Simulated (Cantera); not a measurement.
Feed: 1 mol CH₄, 46 mol H₂, 7.9 mol N₂, 0.2 mol O₂, at 3.30 bar.

Cantera equilibrium calculation (NASA polynomials, part measured and part estimated; ideal gas, pure solids and liquids). Candidate condensed phases: C, C₆H₆, C₇H₈, C₈H₁₈, H₂O; 136 gas species. Equilibrium is a limit: real reactors are often held back by kinetics, nucleation or transport.

Problem. What share of the C ends up in condensed phases as a function of T (°C), at 502, 702, 902, 1102, 1302, 1502, 1702, 1902, 2102?

Solution. 
```json
[
 {"T (°C)": "502", "C condensed (%)": "0.0", "as": "-"},
 {"T (°C)": "702", "C condensed (%)": "0.0", "as": "-"},
 {"T (°C)": "902", "C condensed (%)": "0.0", "as": "-"},
 {"T (°C)": "1102", "C condensed (%)": "0.0", "as": "-"},
 {"T (°C)": "1302", "C condensed (%)": "32.2", "as": "C(graphite)"},
 {"T (°C)": "1502", "C condensed (%)": "36.4", "as": "C(graphite)"},
 {"T (°C)": "1702", "C condensed (%)": "20.4", "as": "C(graphite)"},
 {"T (°C)": "1902", "C condensed (%)": "0.0", "as": "-"},
 {"T (°C)": "2102", "C condensed (%)": "0.0", "as": "-"}
]
```
